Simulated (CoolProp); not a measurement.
The fluid at 437.91 K and 10.8 MPa is compressed adiabatically to 23.9 MPa with isentropic efficiency 0.8. The same conditions are run with several fluids, on thermodynamics alone (safety and materials aside).

Values from CoolProp's reference Helmholtz-energy equation of state of each fluid (c-C4F8 (RC318): Platzer 1990; sulfur hexafluoride: Guder 2009; R407C: Lemmon 2003; propyne: Polt 1992). The equations of Platzer and Polt are older, rougher fits. Blends and air are pseudo-pure fits.

```
fluid                work (kJ/kg)  final temperature (K)  final density (kg/m³)
-------------------  ------------  ---------------------  ---------------------
c-C4F8 (RC318)                ___                    ___                   1170
sulfur hexafluoride           ___                  475.2                    ___
R407C                        29.4                  482.3                    ___
propyne                      44.7                    ___                    ___
```

**Question.** Complete the blanks.

**Answer.** 
- c-C4F8 (RC318), work (kJ/kg): 14.9
- c-C4F8 (RC318), final temperature (K): 454.4
- sulfur hexafluoride, work (kJ/kg): 21.4
- sulfur hexafluoride, final density (kg/m³): 925
- R407C, final density (kg/m³): 660
- propyne, final temperature (K): 468.4
- propyne, final density (kg/m³): 400
